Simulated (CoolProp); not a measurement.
Vapour-liquid equilibrium of propylene (1) + dimethyl ether (2) at 15.45 °C; x and y are mole fractions of (1).

Computed with CoolProp (multi-fluid Helmholtz-energy mixture model, Lemmon 2013 and Wu 2011; pair parameters Bell 2016).

```tsv
x	bubble pressure, mixture model (kPa)	bubble pressure, Raoult's law (kPa)	y, mixture model	y, Raoult's law
0.05	473.7	466.6	0.103	0.097
0.125	517.2	501.0	0.234	0.225
0.2	558.8	535.5	0.343	0.337
0.275	598.4	569.9	0.435	0.436
0.35	636.1	604.3	0.515	0.523
0.425	672.1	638.8	0.586	0.601
0.5	706.3	673.2	0.650	0.671
0.575	739.1	707.6	0.708	0.734
0.65	770.4	742.1	0.763	0.791
0.725	800.6	776.5	0.815	0.843
0.8	829.7	810.9	0.866	0.891
0.875	857.9	845.4	0.916	0.934
0.95	885.1	879.8	0.966	0.975
```

The largest gap from Raoult's law is +5.3 % in bubble pressure, at x = 0.35. No azeotrope shows between x = 0.05 and 0.95.

The pair parameters rest on a limited set of measurements; away from them the model extrapolates.
